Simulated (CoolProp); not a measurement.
Vapour-liquid equilibrium of CH2F2 (R32) (1) + methanol (2) at 16.45 °C; x and y are mole fractions of (1).

Computed with CoolProp (multi-fluid Helmholtz-energy mixture model, Tillner-Roth 1997 and de Reuck 1993; pair parameters Bell 2016).

Problem. Give the bubble pressure and the first vapour's composition at x = 0.35, 0.55, 0.65. Is there an azeotrope?

Solution. x = 0.35: 8.832 bar, y = 0.987; x = 0.55: 10.05 bar, y = 0.989; x = 0.65: 10.42 bar, y = 0.990. No azeotrope shows between x = 0.05 and 0.95.

The pair parameters rest on a limited set of measurements; away from them the model extrapolates. The gap from Raoult's law changes sign with composition, which may be real or a fault of the pair parameters; it wasn't checked against measurements. With so large a gap from Raoult's law the liquid may split in two, which this calculation doesn't test in full.
